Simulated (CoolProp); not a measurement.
A single-stage vapour-compression cycle with nitrous oxide: evaporating at 243.15 K (dew point), condensing at 270.15 K (bubble point), superheat 8 K, subcooling 0 K, compressor efficiency 0.7, no pressure losses. Each further row changes one setting.

Computed with CoolProp (reference Helmholtz-energy equation of state, Lemmon 2006). It is a short technical equation, of lower accuracy than the large ones.

```csv
case,cooling COP,pressure ratio,discharge temperature (K),refrigerating effect (kJ/kg),volumetric capacity (kJ/m³)
as stated,?,2.19,316.4,249,8030
evaporating temperature 248.15 K,6.42,1.87,308.0,250,9450
condensing temperature 265.15 K,?,1.92,304.6,260,8380
subcooling 5 K,5.24,2.19,316.4,260,8380
superheat 18 K,?,2.19,328.9,260,7880
compressor efficiency 0.6,?,2.19,323.8,249,8030
```

Fill in the missing entries.


- as stated, cooling COP: 5.02
- condensing temperature 265.15 K, cooling COP: 6.39
- superheat 18 K, cooling COP: 4.92
- compressor efficiency 0.6, cooling COP: 4.30
